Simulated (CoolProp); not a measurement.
Vapour pressure (kPa) of n-heptane: the reference equation beside estimates from Tc = 268.1 °C, pc = 2774 kPa, ω = 0.349. Clausius-Clapeyron is anchored at -15.65 °C with a constant enthalpy of vaporisation of 39.11 kJ/mol.

Model: reference Helmholtz-energy equation of state, Span 2003, in CoolProp. It is a short technical equation, of lower accuracy than the large ones.

```csv
T (°C),reference,Clausius-Clapeyron,Soave-Redlich-Kwong
-15.65,0.5404,0.5404,0.5187
-8.95,0.8572,0.8588,0.8227
-2.25,1.323,1.334,1.270
4.55,2.004,2.041,1.926
11.25,2.947,3.042,2.835
17.95,4.241,4.452,4.087
24.65,5.985,6.403,5.779
31.45,8.333,9.111,8.062
38.15,11.35,12.70,11.00
44.85,15.22,17.47,14.79
51.55,20.11,23.70,19.59
58.35,26.32,31.91,25.70
65.05,33.88,42.26,33.15
```

Absolute difference from the reference over all 13 rows, mean and median: Clausius-Clapeyron 9.1 and 7.0 %, Soave-Redlich-Kwong 3.3 and 3.4 %.
